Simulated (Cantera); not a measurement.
Input: 1 mol B₂O₃, 0.086 mol H₂O, 0.13 mol N₂, at 823.15 K and 1330 Pa.

Cantera equilibrium calculation (NASA polynomials, part measured and part estimated; ideal gas, pure solids and liquids). Candidate condensed phases: B, BN, B₂O₃, B₃O₃H₃, H₂O; 39 gas species. Gases not in the tables: H₃BO₃. Kinetics and transport are ignored.

Base state: N₂ 0.603, H₂O 0.395, (HBO₂)₃ 0.00227 (mole fractions); condensed: B₂O₃(l).

Q: What changes in the equilibrium state with this change: B₂O₃ replaced by BCl₃?

A: 
```json
[
 {"species": "BCl₃", "before": "0", "after": "0.734"},
 {"species": "HCl", "before": "0", "after": "0.138"},
 {"species": "N₂", "before": "0.603", "after": "0.104"},
 {"species": "H₂O", "before": "0.395", "after": "<1e-9"},
 {"species": "B₃O₃Cl₃", "before": "0", "after": "0.0230"},
 {"species": "(HBO₂)₃", "before": "0.00227", "after": "<1e-9"},
 {"species": "B₂O₃(l), mol", "before": "0.999", "after": "0"}
]
```
Further candidate phases: NH₄Cl.

Q: What changes in the equilibrium state with this change: B₂O₃ replaced by B?

A: 
```json
[
 {"species": "H₂", "before": "8.11e-9", "after": "0.999"},
 {"species": "B₃O₃H₃", "before": "<1e-9", "after": "0.000518"},
 {"species": "N₂", "before": "0.603", "after": "<1e-9"},
 {"species": "H₂O", "before": "0.395", "after": "<1e-9"},
 {"species": "(HBO₂)₃", "before": "0.00227", "after": "<1e-9"},
 {"species": "B₂O₃(l), mol", "before": "0.999", "after": "0.0286"},
 {"species": "B(s), mol", "before": "0", "after": "0.683"},
 {"species": "BN(s), mol", "before": "0", "after": "0.260"}
]
```
N₂ is the only nitrogen source here; it is nearly inert below about 1500 K, so the nitride shown seldom forms there in practice.

Q: What changes in the equilibrium state with this change: N₂ from 0.13 to 1.1 mol?

A: 
```
species        before     after
------------  -------  --------
N₂              0.603     0.928
H₂O             0.395    0.0723
(HBO₂)₃       0.00227  0.000177
B₂O₃(l), mol    0.999     1.000
```
